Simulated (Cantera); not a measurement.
A closed system holds: 1 mol Fe3O4, 6 mol CO, held at 1198.15 K and 9300 Pa.

Equilibrium computed with Cantera from the NASA thermochemical tables; the gas is ideal and each condensed phase is pure. Candidate condensed phases: C, Fe, Fe(CO)5, FeO, Fe2O3, Fe3O4; 15 gas species. Mutual solubility and eutectic melting of coexisting phases are not modelled. The tables' stoichiometric FeO is somewhat more stable than real wüstite, so its field is too wide. FeO: taken at fixed stoichiometry. Equilibrium is a limit: real reactors are often held back by kinetics, nucleation or transport.

Base state: CO 0.832, CO2 0.168 (mole fractions); condensed: Fe(γ) + FeO(s).

### Question
What changes in the equilibrium state with this change: temperature from 1198.15 K to 1073 K?

### Answer
```
species       before  after
-----------  -------  -----
CO             0.832  0.813
CO2            0.168  0.187
Fe(γ), mol   0.00884      0
FeO(s), mol     2.99   2.88
Fe(α), mol         0  0.123
```
